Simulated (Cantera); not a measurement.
What does this Cantera script print?

```python
import numpy as np
import cantera as ct

gas_names = [...]  # 123 gases of nasa_gas.yaml made of C, H, O, Si
cond_names = """
    C(gr) C6H6(L) C7H8(L) C8H18(L),n-octa H2O(s) H2O(L) Si(cr) Si(L) SiC(b) SiO2(Lqz) SiO2(hqz) SiO2(L)
""".split()


# ... load() reads the species with a 1 bar reference pressure and builds the phases ...
atoms = {
    'Si': {'Si': 1},
    'CO2': {'C': 1, 'O': 2},
    'H2': {'H': 2},
}
top_T = {'C(gr)': 4500, 'SiC(b)': 3050}  # K; cautious upper limits of use, not melting points


# ... equilibrate(T, P, feed) seeds the gas with the atoms and calls Mixture.equilibrate('TP', solver="vcs", rtol=1e-11, max_steps=5000) ...
results = []
feed = {'Si': 1, 'CO2': 1.2, 'H2': 530}  # mol
T = 1223  # K
P = 1333.22  # Pa
mix = equilibrate(T, P, feed)
results.append((T, P, feed, dict(zip(mix.species_names, mix.species_moles))))
print(gas.report(threshold=1e-05))
for i in range(1, mix.n_phases):
    print(f"{mix.phase(i).name:16s} {mix.phase_moles(i):12.5e} mol")
```

Output:

```
       temperature   1223 K
          pressure   1333.2 Pa
           density   0.00027032 kg/m^3
  mean mol. weight   2.0618 kg/kmol
   phase of matter   gas

                          1 kg             1 kmol
                     ---------------   ---------------
          enthalpy         1.326e+07        2.7339e+07  J
   internal energy        8.3281e+06        1.7171e+07  J
           entropy        1.0115e+05        2.0854e+05  J/K
    Gibbs function       -1.1044e+08       -2.2771e+08  J
 heat capacity c_p             15133             31200  J/K
 heat capacity c_v             11100             22886  J/K

                      mass frac. Y      mole frac. X     chem. pot. / RT
                     ---------------   ---------------   ---------------
               CH4        0.00052818        6.7878e-05           -47.486
                CO          0.023289         0.0017142           -47.709
                H2           0.97605           0.99821           -22.348
     [ +120 minor]        0.00012905        9.2972e-06

C(gr)             0.00000e+00 mol
Si(cr)            0.00000e+00 mol
SiC(b)            2.53889e-01 mol
SiO2(hqz)         7.43207e-01 mol
```

Cantera equilibrium calculation (NASA polynomials, part measured and part estimated; ideal gas, pure solids and liquids). Mutual solubility and eutectic melting of coexisting phases are not modelled. The tables hold silica as quartz up to 1696 K and as liquid above; real silica turns to tridymite and cristobalite and melts near 1996 K.
